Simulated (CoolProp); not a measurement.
Vapour-liquid equilibrium of R152A (1) + n-pentane (2) at 64.6 kPa; x and y are mole fractions of (1).

Model: multi-fluid Helmholtz-energy mixture model, Outcalt 1996 and Thol 2019; pair parameters Bell 2016, in CoolProp.

Task: Give the bubble temperature and the first vapour's composition at x = 0.35, 0.8, 0.875. Is there an azeotrope?

Result: x = 0.35: -31.0 °C, y = 0.937; x = 0.8: -32.1 °C, y = 0.947; x = 0.875: -32.6 °C, y = 0.957. No azeotrope shows between x = 0.05 and 0.95.

The pair parameters rest on a limited set of measurements; away from them the model extrapolates. With so large a gap from Raoult's law the liquid may split in two, which this calculation doesn't test in full.
